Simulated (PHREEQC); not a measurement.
Consider water at 20 °C with 0.044 mol/kgw NaH2PO4 and 0.00023 mol/kgw Na2CO3. Closed to the air; pH follows from the charge balance.

Model: ion-association model, phreeqc.dat, run in PHREEQC.

### Question
The ionic strength comes out as 0.0449 mol/kgw. What activity coefficients do Na+, HPO4-2, HCO3-, H+, NaHPO4- get?

### Answer
Na+ 0.83, HPO4-2 0.48, HCO3- 0.84, H+ 0.86, NaHPO4- 0.84.

Precipitation was switched off in this run.
